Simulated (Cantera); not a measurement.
Source: NASA polynomial tables (part measured, part estimated), evaluated in Cantera. Values are per mole of reaction as written; species without (g) are pure solids or liquids, kept so even where they would boil at 1 bar. TaC: taken at fixed stoichiometry.

### Question
Between 300 and 2573 K, where is each reaction favourable under standard conditions?
- 9 TaC + 3 CH4(g) = 9 Ta + 2 C6H6(g)

### Answer
- 9 TaC + 3 CH4(g) = 9 Ta + 2 C6H6(g): ΔG° is 1695 kJ at 300 K and 1837 kJ at 2573 K; it stays positive (K < 1). ΔH° is 1626 kJ and ΔS° -82 J/K at 2573 K.
